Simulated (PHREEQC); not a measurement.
Consider water at 25 °C with 0.23 mol/kgw HF, 0.011 mol/kgw H2SiF6, 0.0021 mol/kgw HBF4 and 0.000693 mol/kgw HNO3. Closed to the air; pH follows from the charge balance.

Equilibrium calculation in PHREEQC: ion-association model, phreeqc.dat.

The ionic strength comes out as 0.0464 mol/kgw. What activity coefficients do NO3-, BF3OH-, F-, SiF6-2, HF2- get?

NO3- 0.81, BF3OH- 0.83, F- 0.82, SiF6-2 0.47, HF2- 0.83.

This is a speciation only: nothing precipitates in the calculation. Complexes and solids missing from the database can't appear. SiF6-2 is the database's only silicon fluoride. Real BF4- forms and hydrolyses slowly; the run takes it at equilibrium.
